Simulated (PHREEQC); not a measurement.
1.4 g of hydrous ferric oxide (600 m²/g; 0.2 weak and 0.005 strong sites per Fe, Dzombak-Morel constants, diffuse double layer) in 1 kg of water with 0.005 mol/kgw of an inert sodium salt and 0.28 mmol/kgw MgCl2 and 0.36 mmol/kgw CaCl2, at 25 °C; the pH is set by adding NaOH or the inert anion's acid. O2 is buffered at 0.21 atm. No CO2 enters from the air. Nothing may precipitate in this run.

Base run: PHREEQC, ion-association model, wateq4f.dat. Each further column changes one thing. The table gives Ca sorbed (%).

```json
[
 {"pH": "3", "base": "0.0", "no electrostatic term (-no_edl)": "0.0", "background salt from 0.005 to 0.0005 mol/kgw": "0.0", "oxide from 1.4 to 7 g/kgw": "0.0", "0.00071 mol/kgw ZnCl2 added": "0.0"},
 {"pH": "4.33", "base": "0.0", "no electrostatic term (-no_edl)": "0.5", "background salt from 0.005 to 0.0005 mol/kgw": "0.0", "oxide from 1.4 to 7 g/kgw": "0.0", "0.00071 mol/kgw ZnCl2 added": "0.0"},
 {"pH": "5", "base": "0.0", "no electrostatic term (-no_edl)": "2.3", "background salt from 0.005 to 0.0005 mol/kgw": "0.0", "oxide from 1.4 to 7 g/kgw": "0.0", "0.00071 mol/kgw ZnCl2 added": "0.0"},
 {"pH": "5.67", "base": "0.0", "no electrostatic term (-no_edl)": "7.3", "background salt from 0.005 to 0.0005 mol/kgw": "0.0", "oxide from 1.4 to 7 g/kgw": "0.1", "0.00071 mol/kgw ZnCl2 added": "0.0"},
 {"pH": "7", "base": "2.9", "no electrostatic term (-no_edl)": "19.7", "background salt from 0.005 to 0.0005 mol/kgw": "2.9", "oxide from 1.4 to 7 g/kgw": "[?]", "0.00071 mol/kgw ZnCl2 added": "0.1"},
 {"pH": "8.33", "base": "41.3", "no electrostatic term (-no_edl)": "44.9", "background salt from 0.005 to 0.0005 mol/kgw": "43.2", "oxide from 1.4 to 7 g/kgw": "[?]", "0.00071 mol/kgw ZnCl2 added": "9.4"},
 {"pH": "9", "base": "86.0", "no electrostatic term (-no_edl)": "63.2", "background salt from 0.005 to 0.0005 mol/kgw": "87.7", "oxide from 1.4 to 7 g/kgw": "99.6", "0.00071 mol/kgw ZnCl2 added": "[?]"},
 {"pH": "9.67", "base": "99.0", "no electrostatic term (-no_edl)": "[?]", "background salt from 0.005 to 0.0005 mol/kgw": "99.2", "oxide from 1.4 to 7 g/kgw": "100.0", "0.00071 mol/kgw ZnCl2 added": "86.4"},
 {"pH": "11", "base": "100.0", "no electrostatic term (-no_edl)": "68.5", "background salt from 0.005 to 0.0005 mol/kgw": "100.0", "oxide from 1.4 to 7 g/kgw": "100.0", "0.00071 mol/kgw ZnCl2 added": "[?]"}
]
```

**Question.** Fill in the missing entries.

**Answer.** 
- 7, oxide from 1.4 to 7 g/kgw: 13.2
- 8.33, oxide from 1.4 to 7 g/kgw: 93.5
- 9, 0.00071 mol/kgw ZnCl2 added: 46.0
- 9.67, no electrostatic term (-no_edl): 69.6
- 11, 0.00071 mol/kgw ZnCl2 added: 99.9

The oxide is taken as insoluble; below pH 4 it would dissolve. In at least one series the solution becomes supersaturated in solids that the run did not let form, among them Zn(OH)2-e.
